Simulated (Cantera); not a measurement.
A freely propagating, adiabatic, planar premixed flame of 24.0 % H2, 13.3 % O2, 62.7 % N2, unburnt at 325 K and 10.0 bar; multicomponent transport, grid criteria slope 0.08 and curve 0.16, no radiation.

Detailed kinetics in Cantera: the H2/O2 subset of GRI-Mech 3.0, which has no nitrogen chemistry. The hydrogen kinetics of GRI-Mech 3.0 are dated; newer H2 mechanisms differ, most at raised pressure. Burning velocities carry a grid error of a few per cent, more on coarse grids.

Task: Predict: laminar burning velocity; thermal thickness; peak x(H2O2); peak x(HO2); peak x(OH).

Result: 
```json
{
 "laminar_burning_velocity": "63.7 cm/s",
 "thermal_thickness": "0.0386 mm",
 "peak x(H2O2)": "0.000322",
 "peak x(HO2)": "0.000927",
 "peak x(OH)": "0.00562"
}
```
